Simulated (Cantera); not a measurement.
An isothermal plug-flow reactor at 998 K and 0.210 bar (inlet), inlet velocity 3.5 m/s, active area per volume 460 1/m; feed CO : O₂ : N₂ : H₂O = 0.0065 : 0.011 : 0.79 : 0.0051 (molar parts), equivalence ratio 0.30.

Model: Deutschmann's 1995 Pt surface mechanism with GRI-Mech 3.0 gas chemistry, integrated in Cantera. Catalytic surfaces can have several steady states; this one follows from the mechanism file's or the stated starting coverage. Mass transfer to the wall is taken as infinitely fast.

One state of this run: x CO = 1.50e-11; x O₂ = 0.00958; x H₂O = 0.00630; x CO₂ = 0.00803; θ free Pt = 0.426; θ O* = 0.573; θ CO* = 4.55e-12. x: gas mole fraction; θ: surface coverage.

Question: Which value of z (m) does it belong to?
A. 0.00066
B. 0.00034
C. 0.00018
D. 0.0025

Answer: D, 0.0025
